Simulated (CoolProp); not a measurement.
Saturation properties of R115.

Computed with CoolProp (reference Helmholtz-energy equation of state, Lemmon 2016).

| T (K) | p (bar) | liquid density (kg/m³) | vapour density (kg/m³) |
|---|---|---|---|
| 180.9 | 0.04087 | … | 0.4213 |
| 192.4 | 0.09800 | 1685 | 0.9533 |
| 203.8 | 0.2081 | … | 1.922 |
| 215.3 | 0.4048 | 1610 | 3.571 |
| 226.8 | 0.7281 | 1571 | 6.172 |
| 238.3 | 1.227 | … | 10.06 |
| 249.7 | 1.949 | 1490 | 15.57 |
| 261.2 | 2.968 | 1447 | 23.26 |
| 272.7 | 4.347 | 1401 | 33.69 |
| 284.2 | … | 1351 | … |
| 295.6 | … | 1299 | 65.95 |
| 307.1 | 11.34 | 1240 | 90.61 |
| 318.6 | 14.92 | 1173 | 124.3 |
| 330.1 | 19.30 | 1092 | … |

### Question
Some entries are withheld; supply them.

### Answer

- 180.9, liquid density (kg/m³): 1722
- 203.8, liquid density (kg/m³): 1648
- 238.3, liquid density (kg/m³): 1531
- 284.2, p (bar): 6.155
- 284.2, vapour density (kg/m³): 47.63
- 295.6, p (bar): 8.447
- 330.1, vapour density (kg/m³): 172.7

It boils at 233.9 K under 1 atm.
